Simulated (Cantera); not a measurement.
## Gas activation for diamond growth

A perfectly stirred reactor is fed with CH4 : H2 : N2 = 0.045 : 1 : 0.01 (molar parts), at 20.0 Torr; it is held at 1575 K, and followed from long to short residence time.

Model: GRI-Mech 3.0 (53 species, 325 reactions), integrated in Cantera. GRI-Mech 3.0 stops at C3 and has no aromatics, soot or wall deposition, so with more carbon than oxygen in the feed, carbon stays in small species such as C2H2 where larger ones or solid carbon would form. Radical loss at walls, strong at low pressure, is not modelled.

| τ (s) | x CH4 | x H2 | x C2H | x C2H2 | x CH2 | x C2H6 |
|---|---|---|---|---|---|---|
| 29 | 0.0136 | 0.963 | 9.77e-9 | 0.0139 | 1.41e-8 | 3.93e-7 |
| 9.1 | 0.0215 | 0.959 | 6.77e-9 | 0.0100 | 2.03e-8 | 9.24e-7 |
| 2.9 | 0.0304 | 0.954 | 3.72e-9 | 0.00577 | 2.57e-8 | 1.72e-6 |
| 0.92 | 0.0372 | 0.950 | 1.51e-9 | 0.00246 | 2.84e-8 | 2.41e-6 |
| 0.29 | 0.0408 | 0.949 | 4.24e-10 | 0.000750 | 2.64e-8 | 2.57e-6 |
| 0.093 | 0.0421 | 0.948 | 6.23e-11 | 0.000137 | 1.78e-8 | 1.95e-6 |
| 0.029 | 0.0425 | 0.948 | 1.49e-12 | 6.12e-6 | 5.26e-9 | 7.00e-7 |
| 0.0093 | 0.0426 | 0.948 | <1e-12 | 5.89e-8 | 6.92e-10 | 9.72e-8 |
| 0.0030 | 0.0426 | 0.948 | <1e-12 | 4.45e-10 | 7.41e-11 | 7.75e-9 |
| 0.00094 | 0.0427 | 0.948 | <1e-12 | 3.56e-12 | 7.21e-12 | 3.84e-10 |
x: mole fraction; the columns are a selection and need not sum to one.
